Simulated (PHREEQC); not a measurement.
PHREEQC input (Pitzer model, pitzer.dat):

```
SOLUTION 1
  temp 30
  units mol/kgw
  pH 7 charge
  C(4) 0.37
  K 0.5851
  Cl 0.0051
END
USE solution 1
INCREMENTAL_REACTIONS false
REACTION 1
  H2O -1
  0 9.886 18.011 24.689 30.178 34.689 38.397 41.444
  43.949 46.007 47.699 49.089 50.232 51.172 51.944 52.578
  53.1 53.528 53.88 54.17 54.408 54.603 54.764 54.896
  55.005 55.094 55.168 moles
EQUILIBRIUM_PHASES 1
  Kalicinite 0 0
  Sylvite 0 0
  CO2(g) -3.4 10
SELECTED_OUTPUT 1
  -reset false
  -pH true
  -pe true
  -ionic_strength true
  -water true
  -activities H2O
  -totals C Cl K
  -molalities H+ K+ Cl- CO3-2 OH- HCO3- CO2
  -equilibrium_phases Kalicinite Sylvite
PRINT
  -reset false
END
```

Selected output (columns that matter, 23 of 27 rows; water left (kg) added in front):

```
water left (kg)	pH	mu	C	Cl	K	m_H+	m_K+	m_Cl-	m_CO3-2	m_OH-	m_HCO3-	la_H2O	Kalicinite	Sylvite
1.00045	10.068	0.81982	0.34453	0.0050977	0.58483	1.9695e-10	0.58483	0.0050977	0.23498	0.00022952	0.10954	-0.0059867	0	0
0.822441	10.1	1.0035	0.41288	0.0062011	0.71142	1.9672e-10	0.71142	0.0062011	0.29211	0.00024246	0.12076	-0.007198	0	0
0.676144	10.133	1.2275	0.49539	0.0075428	0.86535	1.9719e-10	0.86535	0.0075428	0.36217	0.00025398	0.1332	-0.0086706	0	0
0.457085	10.203	1.833	0.71577	0.011158	1.2801	1.9924e-10	1.2801	0.011158	0.55289	0.00027045	0.16287	-0.012689	0	0
0.375873	10.241	2.2376	0.86188	0.013568	1.5566	2.001e-10	1.5566	0.013568	0.68093	0.00027411	0.18094	-0.015448	0	0
0.309119	10.282	2.7298	1.0391	0.016498	1.8928	2.002e-10	1.8928	0.016498	0.83698	0.00027383	0.20207	-0.018922	0	0
0.254267	10.328	3.3279	1.2541	0.020058	2.3011	1.989e-10	2.3011	0.020058	1.0268	0.000269	0.22728	-0.023357	0	0
0.209171	10.38	4.0545	1.5154	0.024382	2.7972	1.9552e-10	2.7972	0.024382	1.2572	0.0002591	0.25812	-0.029103	0	0
0.172121	10.439	4.9357	1.8332	0.02963	3.3994	1.8936e-10	3.3994	0.02963	1.5363	0.00024383	0.29683	-0.036655	0	0
0.116621	10.585	7.2968	2.6935	0.043731	5.0171	1.6657e-10	5.0171	0.043731	2.2796	0.00019758	0.41389	-0.06027	0	0
0.0960249	10.676	8.8597	3.2734	0.053111	6.0932	1.4963e-10	6.0932	0.053111	2.7665	0.00016799	0.50693	-0.078666	0	0
0.079071	10.779	10.746	3.9887	0.064499	7.3997	1.2957e-10	7.3997	0.064499	3.3464	0.00013596	0.64227	-0.10373	0	0
0.0651211	10.896	13.013	4.8786	0.078316	8.9848	1.076e-10	8.9848	0.078316	4.0278	0.00010366	0.85072	-0.13773	0	0
0.0531753	10.955	14.246	5.3783	0.095909	9.8604	9.6632e-11	9.8604	0.095909	4.3861	8.8908e-05	0.99217	-0.15794	0.060771	0
0.0345805	10.954	14.244	5.3572	0.14748	9.8744	9.5215e-11	9.8744	0.14748	4.3696	8.918e-05	0.98766	-0.15838	0.24364	0
0.0276906	10.953	14.242	5.3423	0.18418	9.8844	9.422e-11	9.8844	0.18418	4.3578	8.9374e-05	0.98447	-0.1587	0.31139	0
0.0220143	10.952	14.24	5.323	0.23167	9.8974	9.2949e-11	9.8974	0.23167	4.3427	8.9623e-05	0.98037	-0.15911	0.36721	0
0.0173558	10.95	14.237	5.2979	0.29385	9.9146	9.1312e-11	9.9146	0.29385	4.3228	8.9949e-05	0.97505	-0.15964	0.41302	0
0.013539	10.948	14.234	5.2644	0.37669	9.9376	8.918e-11	9.9376	0.37669	4.2964	9.0382e-05	0.96803	-0.16036	0.45056	0
0.0103877	10.946	14.23	5.2185	0.49097	9.9696	8.6326e-11	9.9696	0.49097	4.26	9.0975e-05	0.95849	-0.16136	0.48154	0
0.0056706	10.936	14.218	5.0567	0.89938	10.087	7.6907e-11	10.087	0.89938	4.131	9.3062e-05	0.92571	-0.16499	0.5279	0
0.00392871	10.927	14.213	4.9018	1.2981	10.206	6.8778e-11	10.206	1.2981	4.0062	9.5046e-05	0.89565	-0.16863	0.545	0
0.00248879	10.923	14.212	4.8248	1.4998	10.268	6.5029e-11	10.268	1.4998	3.9436	9.6027e-05	0.88116	-0.1705	0.55818	0.0013674
```
